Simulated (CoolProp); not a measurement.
Vapour-liquid equilibrium of toluene (1) + n-octane (2) at 472.5 K; x and y are mole fractions of (1).

Computed with CoolProp (multi-fluid Helmholtz-energy mixture model, Lemmon 2006 and Beckmüller 2019; pair parameters Bell 2016).

```csv
x,"bubble pressure, mixture model (MPa)","bubble pressure, Raoult's law (MPa)","y, mixture model","y, Raoult's law"
0.05,0.5605,0.5545,0.071,0.067
0.15,?,0.5742,?,0.194
0.25,0.6182,0.5939,0.317,0.312
0.35,?,0.6136,0.421,0.423
0.45,0.6658,0.6333,?,0.527
0.55,0.6857,0.6529,?,0.625
0.65,0.7030,0.6726,0.695,0.717
0.75,?,0.6923,0.780,0.803
0.85,0.7294,0.7120,0.865,0.885
0.95,0.7383,0.7317,0.954,0.963
```

Question: Complete the blanks.

Answer: 
- 0.15, bubble pressure, mixture model (MPa): 0.5905
- 0.15, y, mixture model: 0.201
- 0.35, bubble pressure, mixture model (MPa): 0.6433
- 0.45, y, mixture model: 0.518
- 0.55, y, mixture model: 0.608
- 0.75, bubble pressure, mixture model (MPa): 0.7176

The largest gap from Raoult's law is +5.1 % in bubble pressure, at x = 0.45. No azeotrope shows between x = 0.05 and 0.95.

The pair parameters rest on a limited set of measurements; away from them the model extrapolates.
